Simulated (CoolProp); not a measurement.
Vapour-liquid equilibrium of dimethyl ether (1) + methanol (2) at 4.74 bar; x and y are mole fractions of (1).

The numbers come from the multi-fluid Helmholtz-energy mixture model, Wu 2011 and de Reuck 1993; pair parameters Bell 2016 in CoolProp.

```json
[
 {"x": "0.05", "bubble temperature, mixture model (°C)": "91.3", "bubble temperature, Raoult's law (°C)": "98.0", "y, mixture model": "0.442", "y, Raoult's law": "0.334"},
 {"x": "0.125", "bubble temperature, mixture model (°C)": "69.5", "bubble temperature, Raoult's law (°C)": "83.1", "y, mixture model": "0.752", "y, Raoult's law": "0.627"},
 {"x": "0.2", "bubble temperature, mixture model (°C)": "55.2", "bubble temperature, Raoult's law (°C)": "71.0", "y, mixture model": "0.865", "y, Raoult's law": "0.780"},
 {"x": "0.275", "bubble temperature, mixture model (°C)": "46.1", "bubble temperature, Raoult's law (°C)": "61.2", "y, mixture model": "0.913", "y, Raoult's law": "0.864"},
 {"x": "0.35", "bubble temperature, mixture model (°C)": "40.0", "bubble temperature, Raoult's law (°C)": "53.2", "y, mixture model": "0.937", "y, Raoult's law": "0.912"},
 {"x": "0.425", "bubble temperature, mixture model (°C)": "[?]", "bubble temperature, Raoult's law (°C)": "46.5", "y, mixture model": "0.951", "y, Raoult's law": "0.942"},
 {"x": "0.5", "bubble temperature, mixture model (°C)": "32.5", "bubble temperature, Raoult's law (°C)": "40.9", "y, mixture model": "0.960", "y, Raoult's law": "0.961"},
 {"x": "0.575", "bubble temperature, mixture model (°C)": "29.9", "bubble temperature, Raoult's law (°C)": "36.1", "y, mixture model": "0.967", "y, Raoult's law": "0.974"},
 {"x": "0.65", "bubble temperature, mixture model (°C)": "27.7", "bubble temperature, Raoult's law (°C)": "31.9", "y, mixture model": "0.972", "y, Raoult's law": "0.982"},
 {"x": "0.725", "bubble temperature, mixture model (°C)": "[?]", "bubble temperature, Raoult's law (°C)": "28.2", "y, mixture model": "[?]", "y, Raoult's law": "0.988"},
 {"x": "0.8", "bubble temperature, mixture model (°C)": "23.6", "bubble temperature, Raoult's law (°C)": "24.9", "y, mixture model": "0.983", "y, Raoult's law": "0.993"},
 {"x": "0.875", "bubble temperature, mixture model (°C)": "21.5", "bubble temperature, Raoult's law (°C)": "21.9", "y, mixture model": "0.988", "y, Raoult's law": "0.996"},
 {"x": "0.95", "bubble temperature, mixture model (°C)": "19.2", "bubble temperature, Raoult's law (°C)": "19.3", "y, mixture model": "0.995", "y, Raoult's law": "0.999"}
]
```

**Question.** Complete the blanks.

**Answer.** 
- 0.425, bubble temperature, mixture model (°C): 35.7
- 0.725, bubble temperature, mixture model (°C): 25.7
- 0.725, y, mixture model: 0.977

The largest gap from Raoult's law is -15.8 K in bubble temperature, at x = 0.2. No azeotrope shows between x = 0.05 and 0.95.

Pair parameters are fitted to limited data, so mixtures are less certain than the pure fluids. With so large a gap from Raoult's law the liquid may split in two, which this calculation doesn't test in full.
